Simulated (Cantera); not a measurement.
A freely propagating, adiabatic, planar premixed flame of CO : H2 : CH4 : O2 : N2 = 1 : 0.081 : 0.51 : 1.79 : 6.74 (molar parts), equivalence ratio 0.87, unburnt at 375 K and 100.0 Torr; mixture-averaged transport, grid criteria slope 0.08 and curve 0.16, no radiation.

Detailed kinetics in Cantera: GRI-Mech 3.0 (53 species, 325 reactions). Burning velocities carry a grid error of a few per cent, more on coarse grids.

### Question
What does this change do: inlet temperature 375 to 348 K?

### Answer
```
quantity                     before      after
------------------------  ---------  ---------
laminar burning velocity  99.6 cm/s  88.7 cm/s
thermal thickness           2.60 mm    2.64 mm
peak x(HCO)                 3.94e-5    3.76e-5
peak x(OH)                  0.00835    0.00814
```

### Question
What does this change do: inlet temperature 375 to 500 K?

### Answer
```csv
quantity,before,after
laminar burning velocity,99.6 cm/s,160 cm/s
thermal thickness,2.60 mm,2.44 mm
peak x(HCO),3.94e-5,4.81e-5
peak x(OH),0.00835,0.00936
```
